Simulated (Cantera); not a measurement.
# BN + HCl + N2 (nitride etching)

Input: 1 mol BN, 5.1 mol HCl, 19 mol N2, held at 677 °C and 0.0293 Torr.

These are equilibrium values from Cantera (NASA tables, ideal gas, pure condensed phases), not measurements of a reactor. Candidate condensed phases: B, BN, NH4Cl; 21 gas species. Kinetics and transport are ignored.

The x(N2) comes out as 0.789, the x(HCl) is 0.210 and the x(H2) is 0.000608. The x(BCl3) is 0.000405 and the n(BN(s)) is 0.990 mol. The gas amount is 24.10 mol and the log10 activity of B(s) (absent) is -6.93.
